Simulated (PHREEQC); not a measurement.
A made-up water analysis in mg/L, 25 °C, pH 6.34, pe 1.7:

```
constituent          mg/L
------------------  -----
Na                   60.7
K                    17.9
Ca                   51.1
Mg                   4.39
Cl                    140
S(6) as SO4          8.04
Alkalinity as HCO3    122
B                   0.883
N(-3) as NH4         3.11
Br                  0.229
F                   0.122
```

Valence states are taken as typed.

Model: ion-association model, wateq4f.dat, run in PHREEQC.

No solid was allowed to form.

What charge-balance error does the model give?

charge-balance error 0.5 %.

In which forms is Ca present?

Ca+2 98 %, CaHCO3+ 1.7 %, CaSO4 0.7 % of the Ca.

Real BF4- forms and hydrolyses slowly; the run takes it at equilibrium.
